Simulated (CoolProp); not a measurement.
CHF3 (R23) along the isobar 0.189 MPa: fugacity coefficient from the reference equation and from simpler models built on Tc = 26.1 °C, pc = 4.832 MPa, ω = 0.263; each cubic takes its own stable root.

Values from CoolProp's reference Helmholtz-energy equation of state, Penoncello 2003.

```
T (°C)    phase  reference  van der Waals  Soave-Redlich-Kwong  Peng-Robinson
-------  ------  ---------  -------------  -------------------  -------------
-146.85  liquid   0.001201         0.2035             0.001082       0.001265
-121.85  liquid    0.02595         0.7349              0.02450        0.02633
-96.85   liquid     0.2053         0.9608               0.2015         0.2066
-71.75   liquid     0.8850         0.9708               0.8937         0.8934
-46.75      gas     0.9622         0.9776               0.9682         0.9664
-21.65      gas     0.9742         0.9825               0.9768         0.9751
3.35        gas     0.9815         0.9860               0.9828         0.9812
28.35       gas     0.9862         0.9886               0.9870         0.9856
53.45       gas     0.9896         0.9906               0.9902         0.9888
78.45       gas     0.9920         0.9922               0.9925         0.9913
```

At some of these states van der Waals gives the other phase, because its saturation line lies elsewhere.
